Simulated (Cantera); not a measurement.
Input: 1 mol B2O3, 0.75 mol H2O, 0.19 mol H2, held at 20.0 Pa.

Cantera equilibrium calculation (NASA polynomials, part measured and part estimated; ideal gas, pure solids and liquids). Candidate condensed phases: B, B2O3, B3O3H3, H2O; 23 gas species. Gases not in the tables: H3BO3. The numbers say what is thermodynamically allowed, not how fast it happens.

x: gas mole fraction; n: condensed amount in mol.

```tsv
T (°C)	x H2O	x HBO2	x H2	x B2O3	x (HBO2)3	n B2O3(l)
625	0.797	0.000151	0.202	7.11e-11	0.000492	0.999
675	0.797	0.000523	0.202	1.21e-9	0.000369	0.999
725	0.796	___	0.202	___	___	0.999
775	0.794	0.00430	0.202	1.50e-7	0.000221	0.998
825	0.788	0.0106	0.201	1.18e-6	0.000174	0.995
875	0.776	0.0238	0.200	7.75e-6	0.000138	0.988
925	0.753	0.0496	0.197	4.31e-5	0.000109	0.976
975	0.712	0.0956	0.192	0.000208	8.34e-5	0.952
1025	___	___	0.185	___	___	0.911
1075	0.544	0.280	0.173	0.00334	4.02e-5	0.843
```

Problem. Fill in the missing entries.

Solution. 
- 725, x HBO2: 0.00159
- 725, x B2O3: 1.52e-8
- 725, x (HBO2)3: 0.000283
- 1025, x H2O: 0.644
- 1025, x HBO2: 0.170
- 1025, x B2O3: 0.000881
- 1025, x (HBO2)3: 6.06e-5
